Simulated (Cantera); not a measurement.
A closed system holds: 1 mol Ti, 0.63 mol C3H8, 11 mol N2, held at 0.000140 bar.

Method: chemical equilibrium by Gibbs-energy minimisation in Cantera with the NASA 1993 tables (ideal gas, pure condensed phases). Candidate condensed phases: C, C6H6, C7H8, C8H18, Ti, TiC, TiN; 93 gas species. TiC: taken at fixed stoichiometry. Kinetics and transport are ignored. All values below are at 1425 °C.

Base state: N2 0.811, H2 0.183, H 0.00522, HCN 0.00139, HNC 4.15e-5, C2H2 (acetylene) 1.32e-5 (mole fractions); condensed: C(graphite) + TiC(s).

Task: What changes in the equilibrium state with this change: pressure from 0.000140 bar to 0.00130 bar?

Result: 
```tsv
species	before	after
N2	0.811	0.812
H2	0.183	0.185
H	0.00522	0.00172
C2H2 (acetylene)	1.32e-5	1.33e-5
HCN	0.00139	0.00140
HNC	4.15e-5	4.18e-5
C(graphite), mol	0.870	0.870
TiC(s), mol	1.00	1.00
```
